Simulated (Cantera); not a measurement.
What does this Cantera script print?

```python
import numpy as np
import cantera as ct

surf = ct.Interface("ptcombust.yaml", "Pt_surf")
gas = surf.adjacent["gas"]
gas.TPX = 300, 28000, {'CH4': 0.046, 'O2': 0.091, 'N2': 0.79}
jet = ct.ImpingingJet(gas=gas, width=0.042, surface=surf)
jet.inlet.mdot, jet.inlet.T, jet.inlet.X = 0.043, 300, {'CH4': 0.046, 'O2': 0.091, 'N2': 0.79}
jet.set_refine_criteria(ratio=10, slope=0.2, curve=0.3)
show, cover = ['CH4', 'O2', 'H2O', 'OH', 'CO', 'CO2'], ["PT(S)", "H(S)", "O(S)", "OH(S)", "CO(S)", "C(S)"]

rows = []
print(f"{'Ts/K':>7s}" + "".join(f"{s:>11s}" for s in show + cover) + "   (gas at the wall, coverages)")
for i, Ts in enumerate([950, 1000, 1050, 1100, 1150]):
    jet.surface.T = Ts
    if i == 0:
        surf.TP = Ts, 28000
        surf.coverages = "PT(S):0.5, O(S):0.5"
        surf.advance_coverages(1.0)
        jet.set_initial_guess(products="inlet")
    jet.solve(loglevel=0, auto=(i == 0))
    rows.append([*(jet.X[gas.species_index(s), -1] for s in show), *surf[cover].coverages])
    print(f"{Ts:7g}" + "".join(f"{x:11.3e}" for x in rows[-1]))
```

Output:

```
   Ts/K        CH4         O2        H2O         OH         CO        CO2      PT(S)       H(S)       O(S)      OH(S)      CO(S)       C(S)   (gas at the wall, coverages)
    950  1.323e-03  7.444e-04  8.931e-02  5.281e-10  9.610e-03  4.803e-02  7.773e-01  3.095e-04  5.955e-05  5.866e-05  2.209e-01  1.300e-03
   1000  1.063e-03  6.308e-04  8.936e-02  1.352e-09  1.022e-02  4.759e-02  8.691e-01  5.033e-04  5.228e-05  4.827e-05  1.293e-01  1.007e-03
   1050  9.410e-04  5.818e-04  8.890e-02  3.477e-09  1.002e-02  4.794e-02  9.295e-01  6.867e-04  5.442e-05  4.294e-05  6.898e-02  6.810e-04
   1100  8.920e-04  5.688e-04  8.799e-02  8.856e-09  9.204e-03  4.892e-02  9.640e-01  8.198e-04  6.445e-05  4.061e-05  3.464e-02  4.177e-04
   1150  8.800e-04  5.753e-04  8.684e-02  2.208e-08  7.965e-03  5.032e-02  9.820e-01  8.920e-04  8.381e-05  4.035e-05  1.675e-02  2.399e-04
```

Detailed kinetics in Cantera: Deutschmann's 1995 Pt surface mechanism with GRI-Mech 3.0 gas chemistry. Catalytic surfaces can have several steady states; this one follows from the mechanism file's or the stated starting coverage.
